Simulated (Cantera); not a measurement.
Adiabatic ignition

An adiabatic, constant-volume homogeneous reactor starts with CH₄ : O₂ : N₂ : H₂O = 1 : 4.55 : 17.1 : 0.58 (molar parts), equivalence ratio 0.44, at 1623 K and 6980 Torr.

Model: GRI-Mech 3.0 (53 species, 325 reactions), integrated in Cantera.

```
t (s)     T (K)  P (bar)   x CH₄    x O₂   x H₂O     x N₂O    x CH₂O
--------  -----  -------  ------  ------  ------  --------  --------
2.00e-6    1623     9.30  0.0430   0.196  0.0250  4.43e-11   7.41e-7
4.31e-6    1623     9.30  0.0430   0.196  0.0250  1.70e-10   4.27e-6
9.28e-6    1623     9.30  0.0429   0.196  0.0250  6.76e-10   2.80e-5
2.00e-5    1625     9.31  0.0425   0.196  0.0253   3.09e-9  0.000209
4.31e-5    1668     9.57  0.0361   0.190  0.0310   3.20e-8   0.00174
9.28e-5    2644     15.2  <1e-12   0.107   0.104   3.74e-6  1.40e-11
0.000200   2641     15.2  <1e-12   0.106   0.105   3.72e-6  1.37e-11
0.000431   2634     15.2  <1e-12   0.104   0.105   3.69e-6  1.31e-11
0.000928   2623     15.1  <1e-12   0.102   0.105   3.69e-6  1.22e-11
0.00200    2612     15.0  <1e-12  0.0998   0.105   3.72e-6  1.13e-11
0.00431    2607     15.0  <1e-12  0.0987   0.105   3.74e-6  1.10e-11
0.00928    2607     15.0  <1e-12  0.0986   0.105   3.75e-6  1.09e-11
0.0200     2607     15.0  <1e-12  0.0986   0.105   3.75e-6  1.09e-11
0.0431     2607     15.0  <1e-12  0.0986   0.105   3.75e-6  1.09e-11
0.0928     2607     15.0  <1e-12  0.0986   0.105   3.75e-6  1.09e-11
0.200      2607     15.0  <1e-12  0.0986   0.105   3.75e-6  1.09e-11
```
x: mole fraction; the columns are a selection and need not sum to one.

The time of steepest temperature rise is 52.3 µs, the temperature at 0.200 s is 2607 K and the equilibrium temperature comes out as 2607 K. The x(CH₄) at 0.200 s comes out as <1e-12 (gas-phase equilibrium <1e-12). The x(O₂) at 0.200 s comes out as 0.0986 (gas-phase equilibrium 0.0986) and the x(H₂O) at 0.200 s is 0.105 (gas-phase equilibrium 0.105).
